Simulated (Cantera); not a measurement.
A Cantera script and its output.

```python
import numpy as np
import cantera as ct

gas = ct.Solution("h2o2.yaml")
gas.TPX = 1473, 890, {'H2': 0.028, 'O2': 1, 'N2': 1.6}
reactor = ct.IdealGasConstPressureReactor(gas, energy="off", clone=False)
net = ct.ReactorNet([reactor])
net.rtol, net.atol = 1e-08, 1e-18
show = ['H2', 'O2', 'O', 'H2O', 'OH']
times = np.geomspace(5e-05, 1, 14)

steps = ct.SolutionArray(gas, extra=["t"])
rows = []
print(f"{'t/s':>10s}{'T/K':>9s}{'P/Pa':>11s}" + "".join(f"{s:>11s}" for s in show))
for t in times:
    while net.time < t:
        t_next = net.step()
        steps.append(gas.state, t=t_next)
    rows.append([np.interp(t, steps.t, y) for y in (steps.T, steps.P, *steps(*show).X.T)])
    print(f"{t:10.3e}{rows[-1][0]:9.1f}{rows[-1][1]:11.4g}" + "".join(f"{x:11.3e}" for x in rows[-1][2:]))
rate = np.gradient(steps.T, steps.t)
print("integrator steps:", len(steps.t))
if steps.T.max() > steps.T[0] + 200:
    print(f"time of steepest temperature rise: {steps.t[rate.argmax()]:.4e} s")
gas.TPX = 1473, 890, {'H2': 0.028, 'O2': 1, 'N2': 1.6}
gas.equilibrate("TP")
print(f"equilibrium (TP): T = {gas.T:.1f} K  " + "  ".join(f"{s} {gas[s].X[0]:.3e}" for s in show))
```

Output:

```
       t/s      T/K       P/Pa         H2         O2          O        H2O         OH
 5.000e-05   1473.0        890  1.065e-02  3.805e-01  2.590e-09  1.438e-10  2.563e-09
 1.071e-04   1473.0        890  1.065e-02  3.805e-01  9.411e-09  1.162e-09  9.198e-09
 2.294e-04   1473.0        890  1.065e-02  3.805e-01  3.110e-08  8.433e-09  2.968e-08
 4.915e-04   1473.0        890  1.065e-02  3.805e-01  1.080e-07  5.897e-08  9.953e-08
 1.053e-03   1473.0        890  1.065e-02  3.805e-01  5.605e-07  5.168e-07  5.018e-07
 2.255e-03   1473.0        890  1.064e-02  3.805e-01  9.764e-06  1.154e-05  8.650e-06
 4.831e-03   1473.0        890  6.921e-03  3.772e-01  2.236e-03  2.691e-03  1.632e-03
 1.035e-02   1473.0        890  1.131e-04  3.707e-01  8.678e-03  9.409e-03  1.591e-03
 2.217e-02   1473.0        890  1.035e-04  3.707e-01  8.634e-03  9.448e-03  1.555e-03
 4.749e-02   1473.0        890  1.015e-04  3.709e-01  8.458e-03  9.468e-03  1.540e-03
 1.017e-01   1473.0        890  9.757e-05  3.711e-01  8.098e-03  9.509e-03  1.511e-03
 2.179e-01   1473.0        890  8.975e-05  3.716e-01  7.396e-03  9.589e-03  1.450e-03
 4.668e-01   1473.0        890  7.565e-05  3.725e-01  6.158e-03  9.731e-03  1.333e-03
 1.000e+00   1473.0        890  5.434e-05  3.738e-01  4.344e-03  9.944e-03  1.131e-03
integrator steps: 653
equilibrium (TP): T = 1473.0 K  H2 2.429e-07  O2 3.772e-01  O 1.828e-05  H2O 1.067e-02  OH 7.606e-05
```

Model: the H2/O2 subset of GRI-Mech 3.0, which has no nitrogen chemistry, integrated in Cantera. Radical loss at walls, strong at low pressure, is not modelled.
